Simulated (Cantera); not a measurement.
Input: 1 mol Si, 1.1 mol HCl, held at 1150 K and 1.00 bar.

Equilibrium computed with Cantera from the NASA thermochemical tables; the gas is ideal and each condensed phase is pure. Candidate condensed phases: Si; 19 gas species. The tables' values for SiCl3 are old estimates; treat these amounts as uncertain. The numbers say what is thermodynamically allowed, not how fast it happens.

What is the equilibrium state?


```json
{
  "x(H2)": "0.608",
  "x(SiCl4)": "0.251",
  "x(SiHCl3)": "0.0866",
  "x(HCl)": "0.0358",
  "x(SiCl3)": "0.0103",
  "x(SiCl2)": "0.00463",
  "x(SiH2Cl2)": "0.00375",
  "x(SiH3Cl)": "4.39e-5",
  "n(Si(s))": "0.709 mol",
  "gas_amount": "0.8170 mol"
}
```
